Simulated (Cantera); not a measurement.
Ignition delay

Mixture: CH4 : CO : O2 : N2 : H2O = 1 : 0.14 : 5.17 : 19.5 : 4.9 (molar parts), equivalence ratio 0.40, at 52000 Pa, adiabatic and at constant volume. Ignition delay is the time to a rise of 400 K.

Cantera simulation using GRI-Mech 3.0 (53 species, 325 reactions); the numbers are that mechanism's predictions, not measurements.

```tsv
T0 (K)	delay (ms)
1225	45.3
1275	22.9
1325	12.0
1375	6.54
1425	3.73
1475	2.22
1525	1.38
1575	0.899
1625	0.608
1675	0.429
```

The apparent activation energy between 1575 and 1675 K comes out as 160 kJ/mol.
